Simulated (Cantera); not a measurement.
Charge: 1 mol Si₂H₆, 0.87 mol CO₂, 96 mol H₂, at 1175 °C.

Cantera equilibrium calculation (NASA polynomials, part measured and part estimated; ideal gas, pure solids and liquids). Candidate condensed phases: C, C₆H₆, C₇H₈, C₈H₁₈, H₂O, Si, SiC, SiO₂; 123 gas species. The feed counts by its element totals alone. Mutual solubility and eutectic melting of coexisting phases are not modelled. The tables hold silica as quartz up to 1696 K and as liquid above; real silica turns to tridymite and cristobalite and melts near 1996 K. The numbers say what is thermodynamically allowed, not how fast it happens.

Question: What share of the Si ends up in condensed phases as a function of P (Pa), at 5, 26, 140, 710, 3700, 19000, 100000?

Answer: 
| P (Pa) | Si condensed (%) | as |
|---|---|---|
| 5 | 28.2 | SiC(s) |
| 26 | 28.2 | SiC(s) |
| 140 | 28.2 | SiC(s) |
| 710 | 28.3 | SiC(s) |
| 3700 | 73.8 | Si(s) + SiC(s) + SiO₂(β-quartz) |
| 19000 | 94.9 | Si(s) + SiC(s) + SiO₂(β-quartz) |
| 100000 | 99.0 | Si(s) + SiC(s) + SiO₂(β-quartz) |
